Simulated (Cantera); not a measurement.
Input: 1 mol MgO, 0.37 mol H2, equilibrated at 1.33 mbar.

Method: chemical equilibrium by Gibbs-energy minimisation in Cantera with the NASA 1993 tables (ideal gas, pure condensed phases). Candidate condensed phases: H2O, Mg, MgO, Mg(OH)2; 15 gas species. The numbers say what is thermodynamically allowed, not how fast it happens.

Which condensed phases are stable at each of these points (T (K)): 2000, 2075, 2150, 2225, 2300, 2375, 2450, 2525, 2600, 2675, 2750, 2825, 2900, 2975?


```csv
T (K),condensed phases,Mg condensed (%)
2000,MgO(s),96.1
2075,MgO(s),93.5
2150,MgO(s),89.7
2225,MgO(s),84.6
2300,MgO(s),77.7
2375,MgO(s),61.4
2450,gas only,0.0
2525,gas only,0.0
2600,gas only,0.0
2675,gas only,0.0
2750,gas only,0.0
2825,gas only,0.0
2900,gas only,0.0
2975,gas only,0.0
```

From 2000 K to 2375 K the condensed part is MgO(s). From 2450 K to 2975 K nothing is condensed.
